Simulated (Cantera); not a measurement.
Equilibrium for tantalum, niobium, vanadium and zirconium in process gases: Zr + N2O

Input: 1 mol Zr, a varied amount of N2O, held at 1227 °C and 2.00 Pa.

These are equilibrium values from Cantera (NASA tables, ideal gas, pure condensed phases), not measurements of a reactor. Candidate condensed phases: Zr, ZrN, ZrO2; 13 gas species. Mutual solubility and eutectic melting of coexisting phases are not modelled. ZrN: taken at fixed stoichiometry. Condensed phases not in the tables: solid solutions among these carbides, nitrides and lower oxides. The numbers say what is thermodynamically allowed, not how fast it happens.

```
n(N2O) (mol)   x N2    x O2      x NO       x O  n ZrN(s)  n ZrO2(tetragonal)
------------  -----  ------  --------  --------  --------  ------------------
1.3            1.00  <1e-12  2.38e-12    <1e-12     0.350               0.650
1.6            1.00  <1e-12  2.38e-12    <1e-12     0.200               0.800
1.9            1.00  <1e-12  2.38e-12    <1e-12    0.0500               0.950
2.3           0.938  0.0607  0.000718  0.000223         0                1.00
2.8           0.874   0.124  0.000992  0.000320         0                1.00
3.4           0.829   0.170   0.00113  0.000374         0                1.00
4.2           0.792   0.207   0.00122  0.000412         0                1.00
5.1           0.766   0.232   0.00127  0.000437         0                1.00
6.2           0.746   0.252   0.00130  0.000455         0                1.00
```
x: gas mole fraction; n: condensed amount in mol.

From 1.3 mol N2O to 1.9 mol N2O the condensed part is ZrN(s) + ZrO2(tetragonal). From 2.3 mol N2O to 6.2 mol N2O the condensed part is ZrO2(tetragonal).
